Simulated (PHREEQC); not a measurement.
0.69 g of hydrous ferric oxide (600 m²/g; 0.2 weak and 0.005 strong sites per Fe, Dzombak-Morel constants, diffuse double layer) in 1 kg of water with 0.001 mol/kgw of an inert sodium salt and 0.1 mmol/kgw PbCl2, at 25 °C; the pH is set by adding NaOH or the inert anion's acid. Oxygen is held at 0.21 atm. The system is closed to CO2. Nothing may precipitate in this run.

Base run: PHREEQC, ion-association model, wateq4f.dat. Each further column changes one thing. The table gives surface potential ψ (mV).

```tsv
pH	base	background salt from 0.001 to 0.0001 mol/kgw	oxide from 0.69 to 3.4 g/kgw	0.0011 mol/kgw CuSO4 added
3	228	235	217	93
3.5	221	229	212	[?]
4.5	190	199	186	90
5	170	177	167	90
5.5	149	154	145	93
6.5	98	100	93	103
7	71	72	65	105
7.5	42	43	37	101
8.5	-15	-15	-21	77
9	-44	-45	[?]	54
9.5	-72	-73	[?]	26
10.5	-126	-128	-130	-31
11	-148	[?]	-152	-60
```

### Question
Some entries are withheld; supply them.

### Answer

- 3.5, 0.0011 mol/kgw CuSO4 added: 92
- 9, oxide from 0.69 to 3.4 g/kgw: -50
- 9.5, oxide from 0.69 to 3.4 g/kgw: -78
- 11, background salt from 0.001 to 0.0001 mol/kgw: -151

The oxide is taken as insoluble; below pH 4 it would dissolve. In at least one series the solution becomes supersaturated in solids that the run did not let form, among them Cu(OH)2, Brochantite, Antlerite, Atacamite, Pb(OH)2. The database's constant for dissolved Cu(OH)2 is higher than later reviews accept.
